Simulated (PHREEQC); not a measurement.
**Acid rinse or clean**

Consider water at 25 °C with 0.034 mol/kgw H2SO4, 0.0038 mol/kgw CaCl2 and 0.00076 mol/kgw KCl. Closed to the air; pH follows from the charge balance.

Model: Pitzer model, pitzer.dat, run in PHREEQC.

Each row changes one thing in this solution. Precipitation was switched off in this run.

```tsv
case	pH	ionic strength (mol/kgw)	HSO4- (mol/kgw)	SO4-2 (mol/kgw)	SI of Sylvite (KCl)	SI of Arcanite (K2SO4)
as made	1.42	0.0738	0.0202	0.0138	-6.30	-6.91
CaCl2 from 0.0038 to 0.00418 mol/kgw	1.42	0.0751	…	0.0139	-6.26	-6.91
diluted 2-fold with water	1.67	0.0400	0.00856	0.00844	-6.86	-7.57
CaCl2 left out	1.42	…	…	0.0129	-7.33	-6.87
temperature from 25 to 60 °C	1.47	0.0614	0.0263	0.00765	-6.58	-7.49
diluted 10-fold with water	2.27	0.00962	0.000898	…	-8.19	-9.24
CaCl2 from 0.0038 to 0.00342 mol/kgw	1.42	0.0725	0.0202	0.0138	-6.34	…
```

### Question
What belongs in the gaps?

### Answer

- CaCl2 from 0.0038 to 0.00418 mol/kgw, HSO4- (mol/kgw): 0.0201
- CaCl2 left out, ionic strength (mol/kgw): 0.0606
- CaCl2 left out, HSO4- (mol/kgw): 0.0211
- diluted 10-fold with water, SO4-2 (mol/kgw): 0.00250
- CaCl2 from 0.0038 to 0.00342 mol/kgw, SI of Arcanite (K2SO4): -6.90

Constants without temperature data keep their 25 °C values here.
